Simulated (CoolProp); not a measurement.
Vapour-liquid equilibrium of R13 (1) + n-butane (2) at 229 kPa; x and y are mole fractions of (1).

Values from CoolProp's multi-fluid Helmholtz-energy mixture model, Platzer 1990 and Bücker 2006; pair parameters Bell 2016. This equation is an older, rougher fit; its heat capacities, sound speeds and derivatives of the liquid may be far off and weren't checked against measurements.

```json
[
 {"x": "0.05", "bubble temperature (K)": "269.3", "y at the bubble point": "0.611", "dew temperature at overall composition x (K)": "294.6", "liquid density (mol/L)": "[?]"},
 {"x": "0.15", "bubble temperature (K)": "241.8", "y at the bubble point": "0.890", "dew temperature at overall composition x (K)": "291.0", "liquid density (mol/L)": "11.17"},
 {"x": "0.25", "bubble temperature (K)": "230.4", "y at the bubble point": "0.944", "dew temperature at overall composition x (K)": "287.2", "liquid density (mol/L)": "11.60"},
 {"x": "0.35", "bubble temperature (K)": "224.4", "y at the bubble point": "0.963", "dew temperature at overall composition x (K)": "283.1", "liquid density (mol/L)": "11.93"},
 {"x": "0.45", "bubble temperature (K)": "220.7", "y at the bubble point": "0.973", "dew temperature at overall composition x (K)": "278.4", "liquid density (mol/L)": "12.23"},
 {"x": "0.55", "bubble temperature (K)": "218.0", "y at the bubble point": "0.979", "dew temperature at overall composition x (K)": "273.0", "liquid density (mol/L)": "12.52"},
 {"x": "0.65", "bubble temperature (K)": "215.8", "y at the bubble point": "0.984", "dew temperature at overall composition x (K)": "266.7", "liquid density (mol/L)": "12.81"},
 {"x": "0.75", "bubble temperature (K)": "213.8", "y at the bubble point": "[?]", "dew temperature at overall composition x (K)": "258.7", "liquid density (mol/L)": "[?]"},
 {"x": "0.85", "bubble temperature (K)": "211.8", "y at the bubble point": "0.992", "dew temperature at overall composition x (K)": "247.9", "liquid density (mol/L)": "13.42"},
 {"x": "0.95", "bubble temperature (K)": "209.6", "y at the bubble point": "0.997", "dew temperature at overall composition x (K)": "228.6", "liquid density (mol/L)": "13.75"}
]
```

**Question.** Some entries are withheld; supply them.

**Answer.** 
- 0.05, liquid density (mol/L): 10.48
- 0.75, y at the bubble point: 0.988
- 0.75, liquid density (mol/L): 13.11

No azeotrope shows between x = 0.05 and 0.95.

The pair parameters rest on a limited set of measurements; away from them the model extrapolates. With so large a gap from Raoult's law the liquid may split in two, which this calculation doesn't test in full.
